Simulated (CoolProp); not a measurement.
Saturation properties of R227EA (Tc = 374.9 K, pc = 2.925 MPa, ω = 0.358).

Values from CoolProp's reference Helmholtz-energy equation of state, Lemmon 2016.

```
T (K)     p (MPa)  liquid density (kg/m³)  vapour density (kg/m³)  enthalpy of vaporisation (kJ/kg)  liquid cp (kJ/(kg K))  surface tension (mN/m)
-----  ----------  ----------------------  ----------------------  --------------------------------  ---------------------  ----------------------
227.5     0.02340                    1641                   2.141                             143.7                  1.028                    15.8
231.6     0.02952              (withheld)                   2.661                             142.1                  1.034                    15.3
235.6     0.03667                    1615                   3.262                             140.5                  1.041                    14.7
239.7     0.04539                    1602                   3.984                             138.9                  1.048              (withheld)
243.7     0.05544              (withheld)                   4.807                             137.2                  1.055                    13.7
247.8     0.06750                    1575                   5.785                             135.6                  1.062                    13.2
251.9     0.08156                    1561                   6.913                             133.9                  1.070                    12.6
255.9     0.09741                    1547                   8.175                             132.2                  1.077                    12.1
260    (withheld)                    1533                   9.651                             130.4                  1.086                    11.6
264.1      0.1374                    1519                   11.33                             128.6             (withheld)                    11.1
268.1      0.1611                    1504                   13.18                             126.8                  1.103                    10.6
```

**Question.** Complete the blanks.

**Answer.** 
- 231.6, liquid density (kg/m³): 1628
- 239.7, surface tension (mN/m): 14.2
- 243.7, liquid density (kg/m³): 1589
- 260, p (MPa): 0.1161
- 264.1, liquid cp (kJ/(kg K)): 1.094

It boils at 256.8 K under 1 atm.

Surface tension comes from a separate correlation (Mulero 2012).
